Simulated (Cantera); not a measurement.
Adiabatic ignition

An adiabatic, constant-volume homogeneous reactor starts with CH₄ : O₂ : N₂ = 1 : 4 : 15 (molar parts), at 1075 K and 270 Torr.

Detailed kinetics in Cantera: GRI-Mech 3.0 (53 species, 325 reactions).

| t (s) | T (K) | P (bar) | x CH₄ | x O₂ | x NO₂ | x C₂H₂ | x HCO | x C₂H |
|---|---|---|---|---|---|---|---|---|
| 1.00e-6 | 1075 | 0.360 | 0.0500 | 0.200 | <1e-12 | <1e-12 | <1e-12 | <1e-12 |
| 2.93e-6 | 1075 | 0.360 | 0.0500 | 0.200 | <1e-12 | <1e-12 | <1e-12 | <1e-12 |
| 8.58e-6 | 1075 | 0.360 | 0.0500 | 0.200 | <1e-12 | <1e-12 | <1e-12 | <1e-12 |
| 2.51e-5 | 1075 | 0.360 | 0.0500 | 0.200 | <1e-12 | <1e-12 | <1e-12 | <1e-12 |
| 7.36e-5 | 1075 | 0.360 | 0.0500 | 0.200 | <1e-12 | <1e-12 | <1e-12 | <1e-12 |
| 0.000215 | 1075 | 0.360 | 0.0500 | 0.200 | <1e-12 | <1e-12 | <1e-12 | <1e-12 |
| 0.000631 | 1075 | 0.360 | 0.0500 | 0.200 | <1e-12 | <1e-12 | <1e-12 | <1e-12 |
| 0.00185 | 1075 | 0.360 | 0.0500 | 0.200 | <1e-12 | <1e-12 | <1e-12 | <1e-12 |
| 0.00541 | 1075 | 0.360 | 0.0500 | 0.200 | <1e-12 | <1e-12 | <1e-12 | <1e-12 |
| 0.0158 | 1075 | 0.360 | 0.0500 | 0.200 | <1e-12 | <1e-12 | <1e-12 | <1e-12 |
| 0.0464 | 1075 | 0.360 | 0.0500 | 0.200 | <1e-12 | <1e-12 | <1e-12 | <1e-12 |
| 0.136 | 1076 | 0.360 | 0.0499 | 0.200 | <1e-12 | 1.56e-11 | 7.36e-12 | <1e-12 |
| 0.398 | 1081 | 0.362 | 0.0492 | 0.199 | <1e-12 | 3.44e-9 | 1.77e-10 | <1e-12 |
| 1.17 | 2315 | 0.779 | <1e-12 | 0.0933 | 6.76e-6 | <1e-12 | 1.14e-10 | <1e-12 |
| 3.41 | 2315 | 0.779 | <1e-12 | 0.0933 | 6.77e-6 | <1e-12 | 1.14e-10 | <1e-12 |
| 10.0 | 2315 | 0.779 | <1e-12 | 0.0933 | 6.77e-6 | <1e-12 | 1.14e-10 | <1e-12 |
x: mole fraction; the columns are a selection and need not sum to one.

```yaml
time_of_steepest_temperature_rise: 0.529 s
temperature at 10.0 s: 2315 K
equilibrium_temperature: 2315 K
x(CH₄) at 10.0 s: <1e-12 (gas-phase equilibrium <1e-12)
x(O₂) at 10.0 s: 0.0933 (gas-phase equilibrium 0.0933)
x(NO₂) at 10.0 s: 6.77e-6 (gas-phase equilibrium 6.77e-6)
```
